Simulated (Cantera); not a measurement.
Low-pressure radical oxidation in H2/O2

An isothermal, constant-pressure homogeneous reactor starts with H2 : O2 = 0.043 : 1 (molar parts), equivalence ratio 0.021, at 1000 K and 2670 Pa.

Detailed kinetics in Cantera: GRI-Mech 3.0 (53 species, 325 reactions). Radical loss at walls, strong at low pressure, is not modelled. The temperature is held fixed by assumption; the heat of reaction is taken as removed at once.

```csv
t (s),x H2,x O2,x H2O2,x H,x HO2,x O,x H2O
2.00e-5,0.0412,0.959,<1e-12,1.35e-11,1.54e-11,2.06e-12,<1e-12
0.000120,0.0412,0.959,<1e-12,6.56e-11,9.36e-11,5.48e-11,3.01e-11
0.000719,0.0412,0.959,<1e-12,2.20e-9,7.11e-10,4.03e-9,5.84e-9
0.00431,0.0100,0.942,6.07e-7,0.00865,1.36e-5,0.0111,0.0256
0.0258,7.06e-5,0.957,1.47e-7,8.95e-5,4.65e-6,0.00116,0.0418
0.155,2.03e-6,0.958,6.17e-8,5.16e-7,5.51e-7,3.80e-5,0.0421
0.928,7.16e-8,0.958,1.34e-8,6.35e-9,4.51e-8,2.01e-6,0.0421
5.57,5.35e-9,0.958,2.43e-9,1.93e-10,5.01e-9,1.96e-7,0.0421
33.4,6.49e-10,0.958,4.25e-10,9.36e-12,8.32e-10,2.61e-8,0.0421
200,9.74e-11,0.958,7.45e-11,<1e-12,4.70e-10,4.05e-9,0.0421
```
x: mole fraction; the columns are a selection and need not sum to one.

Equilibrium at this temperature and pressure: H2 2.32e-11, O2 0.958, H2O2 1.89e-11, H <1e-12, HO2 7.62e-10, O 9.49e-10, H2O 0.0421 (gas phase only).
